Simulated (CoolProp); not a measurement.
The fluid at 302.94 K and 0.144 MPa flows at 0.52 m/s in a round tube of 100 mm bore and 1.5 µm roughness, fully developed (64/Re and Nu = 3.66 if laminar; Colebrook and Gnielinski if turbulent). The same conditions are run with several fluids, on thermodynamics alone (safety and materials aside).

Model: reference Helmholtz-energy equation of state of each fluid (R124: de Vries 1995; R410A: Lemmon 2003; ammonia: Gao 2020; C3F8 (R218): Lemmon 2006; propylene: Lemmon 2013), in CoolProp. Blends and air are pseudo-pure fits.

Q: Rank R124, R410A, ammonia, C3F8 (R218), propylene by Reynolds number, highest first.

A: C3F8 (R218) (45900), R124 (32100), R410A (16800), propylene (14700), ammonia (5010)

```json
[
 {"fluid": "R124", "Darcy friction factor": "0.0232", "pressure drop (Pa/m)": "0.253", "heat-transfer coefficient (W/(m² K))": "10.2", "mass flow (kg/h)": "119"},
 {"fluid": "R410A", "Darcy friction factor": "0.0271", "pressure drop (Pa/m)": "0.155", "heat-transfer coefficient (W/(m² K))": "6.51", "mass flow (kg/h)": "62.1"},
 {"fluid": "ammonia", "Darcy friction factor": "0.0374", "pressure drop (Pa/m)": "0.0499", "heat-transfer coefficient (W/(m² K))": "4.52", "mass flow (kg/h)": "14.5"},
 {"fluid": "C3F8 (R218)", "Darcy friction factor": "0.0214", "pressure drop (Pa/m)": "0.320", "heat-transfer coefficient (W/(m² K))": "13.4", "mass flow (kg/h)": "163"},
 {"fluid": "propylene", "Darcy friction factor": "0.0280", "pressure drop (Pa/m)": "0.0929", "heat-transfer coefficient (W/(m² K))": "7.42", "mass flow (kg/h)": "36.1"}
]
```

Transport values come from each fluid's own correlations; those of R124, C3F8 (R218), propylene are estimates that may be off by 10 % or more.
